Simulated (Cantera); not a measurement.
Source: NASA polynomial tables (part measured, part estimated), evaluated in Cantera. Values are per mole of reaction as written; species without (g) are pure solids or liquids, kept so even where they would boil at 1 bar.

**Question.** Between 300 and 2025 K, where is each reaction favourable under standard conditions?
- 2 NO₂(g) + 2 Ta = N₂(g) + 2 TaO₂(g)

**Answer.** 
- 2 NO₂(g) + 2 Ta = N₂(g) + 2 TaO₂(g): ΔG° is -527 kJ at 300 K and -825 kJ at 2025 K; it stays negative (K > 1). ΔH° is -502 kJ and ΔS° 160 J/K at 2025 K.
